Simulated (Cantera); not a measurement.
Input: 1 mol C6H6, 0.15 mol NH3, 24 mol N2, equilibrated at 0.700 bar.

These are equilibrium values from Cantera (NASA tables, ideal gas, pure condensed phases), not measurements of a reactor. Candidate condensed phases: C, C6H6, C7H8, C8H18; 92 gas species. Kinetics and transport are ignored.

**Question.** What share of the C ends up in condensed phases as a function of T (°C), at 625, 775, 925, 1075, 1225, 1375, 1525, 1675, 1825, 1975, 2125?

**Answer.** 
```csv
T (°C),C condensed (%),as
625,98.7,C(graphite)
775,99.7,C(graphite)
925,99.9,C(graphite)
1075,99.9,C(graphite)
1225,99.8,C(graphite)
1375,99.6,C(graphite)
1525,99.1,C(graphite)
1675,98.1,C(graphite)
1825,96.6,C(graphite)
1975,94.3,C(graphite)
2125,91.0,C(graphite)
```
